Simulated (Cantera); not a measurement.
# Thermodynamics of titanium nitride, carbide and oxide coatings, feed Ti + CH₄

Charge: 1 mol Ti, 0.34 mol CH₄, at 0.100 bar.

Equilibrium computed with Cantera from the NASA thermochemical tables; the gas is ideal and each condensed phase is pure. Candidate condensed phases: C, C₆H₆, C₇H₈, C₈H₁₈, Ti, TiC; 77 gas species. Mutual solubility and eutectic melting of coexisting phases are not modelled. TiC: taken at fixed stoichiometry. Condensed phases not in the tables: N, O or C dissolved in the metal. The numbers say what is thermodynamically allowed, not how fast it happens.

| T (°C) | log p H₂ | log p H | log p Ti | log p CH₄ | n Ti(β) | n TiC(s) | n Ti(l) |
|---|---|---|---|---|---|---|---|
| 1300 | -1.00 | -4.89 | -8.23 | -10.21 | 0.660 | 0.340 | 0 |
| 1350 | -1.00 | -4.66 | -7.76 | -10.11 | 0.660 | 0.340 | 0 |
| 1400 | -1.00 | -4.44 | -7.32 | -10.01 | 0.660 | 0.340 | 0 |
| 1450 | -1.00 | -4.24 | -6.90 | -9.92 | 0.660 | 0.340 | 0 |
| 1500 | -1.00 | -4.05 | -6.51 | -9.84 | 0.660 | 0.340 | 0 |
| 1550 | -1.00 | -3.86 | -6.14 | -9.76 | 0.660 | 0.340 | 0 |
| 1600 | -1.00 | -3.69 | -5.80 | -9.68 | 0.660 | 0.340 | 0 |
| 1650 | -1.00 | -3.53 | -5.47 | -9.61 | 0.660 | 0.340 | 0 |
| 1700 | -1.00 | -3.37 | -5.16 | -9.53 | 0 | 0.340 | 0.660 |
| 1750 | -1.00 | -3.22 | -4.87 | -9.46 | 0 | 0.340 | 0.660 |
log p: log10 of the partial pressure in bar; n: condensed amount in mol.

From 1300 °C to 1650 °C the condensed part is Ti(β) + TiC(s). From 1700 °C to 1750 °C the condensed part is Ti(l) + TiC(s). The main Ti-bearing gas is Ti throughout.
